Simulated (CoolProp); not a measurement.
Cyclohexane along the isotherm 620 K: Z from the reference equation and from simpler models built on Tc = 553.6 K, pc = 4.081 MPa, ω = 0.209; each cubic takes its own stable root.

The numbers come from the reference Helmholtz-energy equation of state, Zhou 2014 in CoolProp.

```json
[
 {"p (MPa)": "0.68", "phase": "gas", "reference": "0.9597"},
 {"p (MPa)": "1.36", "phase": "gas", "reference": "0.9174"},
 {"p (MPa)": "2.04", "phase": "gas", "reference": "0.8730"},
 {"p (MPa)": "2.72", "phase": "gas", "reference": "0.8262"},
 {"p (MPa)": "3.4", "phase": "gas", "reference": "0.7766"},
 {"p (MPa)": "4.08", "phase": "gas", "reference": "0.7240"},
 {"p (MPa)": "4.76", "phase": "supercritical", "reference": "0.6681"},
 {"p (MPa)": "5.44", "phase": "supercritical", "reference": "0.6090"},
 {"p (MPa)": "6.12", "phase": "supercritical", "reference": "0.5494"},
 {"p (MPa)": "6.8", "phase": "supercritical", "reference": "0.4970"},
 {"p (MPa)": "7.48", "phase": "supercritical", "reference": "0.4612"},
 {"p (MPa)": "8.16", "phase": "supercritical", "reference": "0.4432"},
 {"p (MPa)": "8.84", "phase": "supercritical", "reference": "0.4380"},
 {"p (MPa)": "9.52", "phase": "supercritical", "reference": "0.4409"},
 {"p (MPa)": "10.2", "phase": "supercritical", "reference": "0.4487"}
]
```

### Question
How far does each simpler model (van der Waals, Redlich-Kwong, Soave-Redlich-Kwong, Peng-Robinson) lie from the reference over these 15 states: mean and median of the absolute difference, and the worst?

### Answer
- van der Waals: mean 5.5 %, median 3.6 %, worst +17.7 % at 620 K and 10.2 MPa
- Redlich-Kwong: mean 2.3 %, median 1.4 %, worst +6.9 % at 620 K and 10.2 MPa
- Soave-Redlich-Kwong: mean 6.3 %, median 4.1 %, worst +14.0 % at 620 K and 9.52 MPa
- Peng-Robinson: mean 2.8 %, median 1.9 %, worst +5.8 % at 620 K and 8.84 MPa
